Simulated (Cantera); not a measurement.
**Aluminium nitride and oxide growth: Al + N2 + H2 + N2O**

Charge: 1 mol Al, 34 mol N2, a varied amount of H2, 0.86 mol N2O, equilibrated at 1302 °C and 10000 Pa.

Cantera equilibrium calculation (NASA polynomials, part measured and part estimated; ideal gas, pure solids and liquids). Candidate condensed phases: Al, AlN, Al2O3, H2O; 35 gas species. Mutual solubility and eutectic melting of coexisting phases are not modelled. The numbers say what is thermodynamically allowed, not how fast it happens.

```csv
n(H2) (mol),log p N2,log p H2,log p H,log p H2O,log p NH3,log p Al,log p AlH,log p AlOH,n AlN(s),n Al2O3(s)
1.1,-1.01,-2.51,-5.64,-7.31,-8.58,-8.65,-9.94,-9.64,0.427,0.287
2.9,-1.03,-2.11,-5.44,-6.91,-7.99,-8.64,-9.73,-9.44,0.427,0.287
7.5,-1.09,-1.75,-5.26,-6.57,-7.47,-8.61,-9.53,-9.25,0.427,0.287
19,-1.19,-1.45,-5.11,-6.30,-7.07,-8.56,-9.32,-9.08,0.427,0.287
48,-1.38,-1.24,-5.00,-6.15,-6.84,-8.46,-9.12,-8.94,0.427,0.286
120,-1.65,-1.11,-4.94,-6.12,-6.79,-8.33,-8.92,-8.84,0.427,0.286
320,-2.01,-1.04,-4.90,-6.17,-6.87,-8.15,-8.71,-8.74,0.428,0.286
800,-2.38,-1.02,-4.89,-6.27,-7.02,-7.96,-8.51,-8.67,0.430,0.285
```
log p: log10 of the partial pressure in bar; n: condensed amount in mol.

From 1.1 mol H2 to 800 mol H2 the condensed part is AlN(s) + Al2O3(s). The main Al-bearing gas is Al throughout.
